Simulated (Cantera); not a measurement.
Charge: 1 mol SiHCl₃, 1.4 mol C₂H₄, 290 mol H₂, equilibrated at 1900 K and 22.0 mbar.

Equilibrium computed with Cantera from the NASA thermochemical tables; the gas is ideal and each condensed phase is pure. The numbers say what is thermodynamically allowed, not how fast it happens.

```
species             before     after
----------------  --------  --------
H₂                   0.984     0.988
HCl                 0.0101   0.00668
H                  0.00531   0.00532
Cl                 4.10e-5   2.72e-5
Si                 2.13e-5   2.13e-5
SiCl₂              1.04e-5   4.55e-6
CH₄                1.20e-5   1.21e-5
C₂H₂ (acetylene)  0.000376  0.000377
C(graphite), mol      1.58      3.58
SiC(s), mol          0.988     0.990
```
Gas species are given as mole fractions.

Problem. Name the change that produced these shifts.
A. temperature from 1900 K to 2575 K
B. SiHCl₃ replaced by (CH₃)₂SiCl₂
C. temperature from 1900 K to 1023 K
D. temperature from 1900 K to 2398.15 K

Solution. B, SiHCl₃ replaced by (CH₃)₂SiCl₂. The feed counts by its element totals alone
